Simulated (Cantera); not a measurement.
Thermodynamics of iron carbonyl, mercury and lead vapours, feed HgO + H₂

Charge: 1 mol HgO, a varied amount of H₂, at 1102 °C and 230000 Pa.

These are equilibrium values from Cantera (NASA tables, ideal gas, pure condensed phases), not measurements of a reactor. Candidate condensed phases: H₂O, Hg, HgO; 10 gas species. Kinetics and transport are ignored.

From 0.21 mol H₂ to 6.7 mol H₂ nothing is condensed. The main Hg-bearing gas is Hg throughout.

```
n(H₂) (mol)     x H₂   x Hg  x H₂O     x O₂     x OH
-----------  -------  -----  -----  -------  -------
0.21         5.32e-8  0.623  0.131    0.246  2.31e-5
0.3          7.96e-8  0.606  0.182    0.212  2.62e-5
0.45         1.32e-7  0.580  0.261    0.159  2.92e-5
0.66         2.39e-7  0.546  0.361   0.0929  3.00e-5
0.97         1.13e-6  0.504  0.489  0.00755  1.87e-5
1.4            0.167  0.417  0.417   <1e-12  4.15e-8
2.1            0.355  0.323  0.323   <1e-12  2.20e-8
3.1            0.512  0.244  0.244   <1e-12  1.39e-8
4.5            0.636  0.182  0.182   <1e-12  9.27e-9
6.7            0.740  0.130  0.130   <1e-12  6.14e-9
```
x: gas mole fraction; nothing condenses.
